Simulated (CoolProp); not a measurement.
A single-stage vapour-compression cycle with the fluid: evaporating at 274.15 K (dew point), condensing at 312.15 K (bubble point), superheat 10 K, subcooling 5 K, compressor efficiency 0.75, no pressure losses. The same conditions are run with several fluids, on thermodynamics alone (safety and materials aside).

The numbers come from the reference Helmholtz-energy equation of state of each fluid (n-butane: Bücker 2006; vinyl chloride: Thol 2022; R115: Lemmon 2016; R507A: Lemmon 2003; neopentane: Lemmon 2006; trans-2-butene: Lemmon 2005) in CoolProp. Blends and air are pseudo-pure fits.

```csv
fluid,cooling COP,pressure ratio,discharge temperature (K),refrigerating effect (kJ/kg),volumetric capacity (kJ/m³)
n-butane,4.84,3.43,327.3,322,881
vinyl chloride,4.84,3.27,358.3,301,1490
R115,4.32,2.82,321.0,79.8,2660
R507A,4.29,2.83,331.2,122,3830
neopentane,4.79,3.56,320.2,263,612
trans-2-butene,4.88,3.50,333.0,345,866
```
